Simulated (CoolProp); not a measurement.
Toluene at several states: density (kg/m³) from the reference equation and from simpler models built on Tc = 318.6 °C, pc = 41.26 bar, ω = 0.266; each cubic takes its own stable root.

Computed with CoolProp (reference Helmholtz-energy equation of state, Lemmon 2006). It is a short technical equation, of lower accuracy than the large ones.

| T (°C) | p (bar) | phase | reference |
|---|---|---|---|
| 161.15 | 14.5 | liquid | 726.7 |
| 315.85 | 13.5 | gas | 29.30 |
| 329.45 | 0.26 | gas | 0.4792 |
| 173.95 | 2.13 | gas | 5.559 |

Problem. How far does each simpler model (Redlich-Kwong, Soave-Redlich-Kwong, Peng-Robinson) lie from the reference over these 4 states: mean and median of the absolute difference, and the worst?

Solution. 
- Redlich-Kwong: mean 4.3 %, median 1.1 %, worst -14.7 % at 161.15 °C and 14.5 bar
- Soave-Redlich-Kwong: mean 3.2 %, median 0.9 %, worst -10.9 % at 161.15 °C and 14.5 bar
- Peng-Robinson: mean 0.4 %, median 0.3 %, worst +0.9 % at 161.15 °C and 14.5 bar
